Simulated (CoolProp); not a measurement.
R245ca at several states: density (kg/m³) from the reference equation and from simpler models built on Tc = 174.4 °C, pc = 3941 kPa, ω = 0.355; each cubic takes its own stable root.

Values from CoolProp's reference Helmholtz-energy equation of state, Zhou 2016.

```
T (°C)  p (kPa)   phase  reference
------  -------  ------  ---------
62.65      6320  liquid       1310
95.75        10     gas     0.4378
63.85       164     gas      8.181
-49.75     17.6  liquid       1564
96.85       161     gas      7.222
```

### Question
How far does each simpler model (van der Waals, Redlich-Kwong, Peng-Robinson) lie from the reference over these 5 states: mean and median of the absolute difference, and the worst?

### Answer
- van der Waals: mean 28.0 %, median 1.7 %, worst -99.9 % at -49.75 °C and 17.6 kPa
- Redlich-Kwong: mean 4.9 %, median 0.9 %, worst -11.7 % at 62.65 °C and 6320 kPa
- Peng-Robinson: mean 1.5 %, median 0.2 %, worst +4.7 % at 62.65 °C and 6320 kPa

At some of these states van der Waals gives the other phase, because its saturation line lies elsewhere.
